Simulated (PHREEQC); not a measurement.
Dissolve 1.5 mol K2CO3 and 0.017 mol NaHCO3 per kg of water at 20 °C. Closed to the air; pH follows from the charge balance.

Computed with PHREEQC (Pitzer model, pitzer.dat).

Task: The ionic strength comes out as 4.51 mol/kgw. What activity coefficients do Na+, CO3-2, K+, OH-, HCO3- get?

Result: Na+ 0.31, CO3-2 0.13, K+ 0.45, OH- 1.4, HCO3- 0.47. Single-ion values are on the MacInnes scale.

Precipitation was switched off in this run. Species that the database lacks are ignored. In brines, pH and single-ion activities rest on the MacInnes convention.
